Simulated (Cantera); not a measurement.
## Gas-phase reforming

A perfectly stirred reactor is fed with 20.4 % CH₄, 79.6 % CO₂, at 1.00 bar; it is held at 1525 K, and followed from long to short residence time.

Model: GRI-Mech 3.0 (53 species, 325 reactions), integrated in Cantera.

| τ (s) | x CH₄ | x CO₂ | x H₂O₂ | x CO | x CH₃ |
|---|---|---|---|---|---|
| 0.38 | 0.0957 | 0.615 | <1e-12 | 0.113 | 0.000126 |
| 0.20 | 0.126 | 0.679 | <1e-12 | 0.0672 | 0.000150 |
| 0.11 | 0.150 | 0.727 | <1e-12 | 0.0362 | 0.000171 |
| 0.057 | 0.171 | 0.760 | <1e-12 | 0.0159 | 0.000190 |
| 0.030 | 0.184 | 0.779 | <1e-12 | 0.00627 | 0.000206 |
| 0.016 | 0.193 | 0.789 | <1e-12 | 0.00224 | 0.000212 |
| 0.0085 | 0.198 | 0.793 | <1e-12 | 0.000714 | 0.000206 |
| 0.0045 | 0.201 | 0.795 | <1e-12 | 0.000215 | 0.000184 |
| 0.0024 | 0.203 | 0.796 | <1e-12 | 6.70e-5 | 0.000153 |
x: mole fraction; the columns are a selection and need not sum to one.
